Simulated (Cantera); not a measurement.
Charge: 1 mol Si3H8, 0.28 mol Cl2, a varied amount of H2, at 973.15 K and 1330 Pa.

Equilibrium computed with Cantera from the NASA thermochemical tables; the gas is ideal and each condensed phase is pure. Candidate condensed phases: Si; 19 gas species. The feed counts by its element totals alone. The tables' values for SiCl3 are old estimates; treat these amounts as uncertain. Rates play no part.

### Question
At 4.4 mol H2, list the 4 most abundant gas species with their mole fractions, and the condensed phases.

### Answer
H2 0.971, HCl 0.0154, SiCl4 0.00945, SiHCl3 0.00335. Condensed: Si(s).
